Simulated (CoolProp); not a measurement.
Vapour pressure (kPa) of R236FA: the reference equation beside estimates from Tc = 398.1 K, pc = 3191 kPa, ω = 0.377. Clausius-Clapeyron is anchored at 292 K with a constant enthalpy of vaporisation of 22.61 kJ/mol.

The numbers come from the reference Helmholtz-energy equation of state, Pan 2012 in CoolProp.

| T (K) | reference | Lee-Kesler | Clausius-Clapeyron | van der Waals | Redlich-Kwong |
|---|---|---|---|---|---|
| 262.3 | 67.47 | 66.77 | 76.74 | 466.4 | 163.9 |
| 272.2 | 103.6 | 103.0 | 111.9 | 567.0 | 228.3 |
| 282.1 | 153.5 | 153.3 | 158.9 | 680.9 | 309.3 |
| 292 | 220.3 | 220.7 | 220.3 | 808.7 | 409.2 |
| 301.8 | 306.7 | 307.9 | 298.1 | 949.6 | 528.7 |
| 311.7 | 418.1 | 420.2 | 397.0 | 1107 | 672.4 |
| 321.6 | 558.0 | 561.0 | 519.3 | 1280 | 841.2 |
| 331.5 | 730.7 | 734.5 | 668.5 | 1469 | 1037 |
| 341.3 | 938.8 | 943.0 | 846.0 | 1673 | 1259 |
| 351.2 | 1192 | 1196 | 1059 | 1895 | 1515 |
| 361.1 | 1493 | 1497 | 1310 | 2135 | 1802 |

Absolute difference from the reference over all 11 rows, mean and median: Lee-Kesler 0.4 and 0.4 %, Clausius-Clapeyron 7.4 and 8.0 %, van der Waals 221.3 and 164.8 %, Redlich-Kwong 68.9 and 60.8 %.
